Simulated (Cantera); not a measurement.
Feed: 1 mol SiC, 3.4 mol N2O, 550 mol N2, 0.0011 mol H2O, equilibrated at 1473.15 K and 0.00600 bar.

Cantera equilibrium calculation (NASA polynomials, part measured and part estimated; ideal gas, pure solids and liquids). Candidate condensed phases: C, C6H6, C7H8, C8H18, H2O, Si, SiC, SiO2, Si2N2O, Si3N4; 151 gas species. The tables hold silica as quartz up to 1696 K and as liquid above; real silica turns to tridymite and cristobalite and melts near 1996 K. Kinetics and transport are ignored.

Base state: N2 0.998, CO 0.00108, CO2 0.000722 (mole fractions); condensed: SiO2(β-quartz).

What changes in the equilibrium state with this change: 1.2 mol NH3 added?


```tsv
species	before	after
N2	0.998	0.995
H2	7.21e-7	0.00265
CO	0.00108	0.00165
CO2	0.000722	0.000145
H2O	1.19e-6	0.000576
SiO2(β-quartz), mol	1.000	1.000
```
